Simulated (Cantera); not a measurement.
Feed: 1 mol Pb, 1.5 mol CO2, 0.51 mol CO, at 1800 K and 75.0 Torr.

Cantera equilibrium calculation (NASA polynomials, part measured and part estimated; ideal gas, pure solids and liquids). Candidate condensed phases: C, Pb, PbO, PbO2, Pb3O4; 15 gas species. Gases not in the tables: (PbO)n polymers. The numbers say what is thermodynamically allowed, not how fast it happens.

Base state: CO2 0.491, Pb 0.325, CO 0.176, PbO 0.00691, Pb2 7.87e-5 (mole fractions); condensed: gas only.

**Question.** What changes in the equilibrium state with this change: CO from 0.51 to 67 mol?

**Answer.** 
```tsv
species	before	after
CO	0.176	0.964
CO2	0.491	0.0216
Pb	0.325	0.0144
PbO	0.00691	2.45e-6
Pb2	7.87e-5	1.54e-7
```
